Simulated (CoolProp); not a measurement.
Computed with CoolProp (reference Helmholtz-energy equation of state, Thol 2015).

### Question
Give the vapour pressure (MPa), vapour density (kg/m³), liquid cp (kJ/(kg K)) of saturated octamethylcyclotetrasiloxane (D4) at 430.6 K.

### Answer
```
T (K)  p (MPa)  vapour density (kg/m³)  liquid cp (kJ/(kg K))
-----  -------  ----------------------  ---------------------
430.6   0.0621                    5.44                   1.95
```
